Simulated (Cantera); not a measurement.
Charge: 1 mol SiO2, 0.43 mol Al2O3, 2.2 mol H2, equilibrated at 1373 K and 13.3 mbar.

Method: chemical equilibrium by Gibbs-energy minimisation in Cantera with the NASA 1993 tables (ideal gas, pure condensed phases). Candidate condensed phases: Al, Al2O3, Al2SiO5, Al6Si2O13, H2O, Si, SiO2; 28 gas species. Mutual solubility and eutectic melting of coexisting phases are not modelled. The tables hold silica as quartz up to 1696 K and as liquid above; real silica turns to tridymite and cristobalite and melts near 1996 K. Condensed phases not in the tables: alloys, solid solutions and most ternary compounds. Rates play no part.

Problem. What is the equilibrium state?

Solution. 
```json
{
  "x(H2)": "1.000",
  "x(H2O)": "4.80e-5",
  "x(SiO)": "4.80e-5",
  "x(H)": "2.88e-5",
  "n(Al6Si2O13(mullite))": "0.143 mol",
  "n(SiO2(β-quartz))": "0.713 mol",
  "gas_amount": "2.200 mol",
  "log10 activity of Si(s) (absent)": "-3.62",
  "log10 activity of Al(l) (absent)": "-7.39"
}
```
